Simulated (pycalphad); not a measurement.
**Phase fractions of Mg-1.55Si-4.89Y (at.%)**

Source of the numbers: pycalphad with the COST 507 light-alloy database (1999); pressure 1 atm. The data set is of 1999 and partly superseded. Not assessed as a whole: an extrapolation from subsystems, which can miss ternary compounds. Amounts are mole fractions of atoms. Diffusion is slow at the low end, where real alloys seldom reach equilibrium.

```tsv
T (K)	LIQUID	SIY	HCP_A3	SI4Y5	SI3Y5	MG24Y5
1275	1.000	-	-	-	-	-
1225	0.991	0.009	-	-	-	-
1175	0.984	0.016	-	-	-	-
1125	0.978	0.022	-	-	-	-
1075	0.974	0.026	-	-	-	-
1025	0.972	0.028	-	-	-	-
975	0.970	0.030	-	-	-	-
925	0.970	0.030	-	-	-	-
875	0.262	-	0.703	0.035	-	-
825	-	-	0.959	-	0.041	-
775	-	-	0.959	-	0.041	-
725	-	-	0.959	-	0.041	-
675	-	-	0.927	-	0.041	0.032
625	-	-	0.893	-	0.041	0.066
575	-	-	0.867	-	0.041	0.092
525	-	-	0.848	-	0.041	0.111
475	-	-	0.834	-	0.041	0.124
425	-	-	0.826	-	0.041	0.132
375	-	-	0.823	-	0.041	0.136
```

Database names, with the compositions (at.%) that they take in these runs: SIY: Si 50 Y 50; SI4Y5: Y 56 Si 44; SI3Y5: Y 62 Si 37; MG24Y5: Mg 84-86 Y 14-16. HCP_A3 is hcp.
